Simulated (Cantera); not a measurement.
A closed system holds: 1 mol PbO, 1.3 mol O₂, 8.6 mol N₂, held at 1150 K.

Equilibrium computed with Cantera from the NASA thermochemical tables; the gas is ideal and each condensed phase is pure. Candidate condensed phases: Pb, PbO, PbO₂, Pb₃O₄; 12 gas species. The numbers say what is thermodynamically allowed, not how fast it happens.

At 0.000520 bar, list the 5 most abundant gas species with their mole fractions, and the condensed phases.

N₂ 0.829, O₂ 0.126, PbO 0.0438, Pb 0.00123, NO 0.000104. Condensed: PbO(yellow).
